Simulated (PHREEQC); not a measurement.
Consider water at 25 °C with 0.006 mol HCl, 5.1e-05 mol LiCl and 0.034 mol Na2SO4 per kg of water. Closed to the air; pH follows from the charge balance.

All values are PHREEQC results (ion-association model, phreeqc.dat), not measurements.

Each row changes one thing in this solution. Precipitation was switched off in this run.

```csv
case,pH,ionic strength (mol/kgw),Li+ (mol/kgw)
as made,2.62,0.0951,4.87e-5
HCl replaced by AlCl3 at the same molality,4.42,0.0976,4.90e-5
diluted 5-fold with water,3.10,0.0205,1.00e-5
temperature from 25 to 90 °C,3.08,…,…
Na2SO4 left out,2.25,0.00605,5.10e-5
Na2SO4 replaced by FeSO4 at the same molality,2.57,0.0884,4.94e-5
```

Task: Fill in the missing entries.

Result: 
- temperature from 25 to 90 °C, ionic strength (mol/kgw): 0.0904
- temperature from 25 to 90 °C, Li+ (mol/kgw): 4.91e-5

Some of these states are supersaturated (in Gibbsite (slow to form), for instance). Away from 25 °C the constants follow the database's enthalpies or fits; those with neither stay at their 25 °C values.
